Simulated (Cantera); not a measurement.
Standard-state values (1 bar) from the NASA 1993 polynomials, evaluated with Cantera. Values are per mole of reaction as written; species without (g) are pure solids or liquids, kept so even where they would boil at 1 bar. TiC: taken at fixed stoichiometry.

Between 1850 and 2850 K, where is each reaction favourable under standard conditions?
- 4 TiCl3(g) + 3 TiC → 3 CCl4(g) + 7 Ti


- 4 TiCl3(g) + 3 TiC → 3 CCl4(g) + 7 Ti: ΔG° is 2711 kJ at 1850 K and 2744 kJ at 2850 K; it stays positive (K < 1). ΔH° is 2730 kJ and ΔS° -5 J/K at 2850 K.
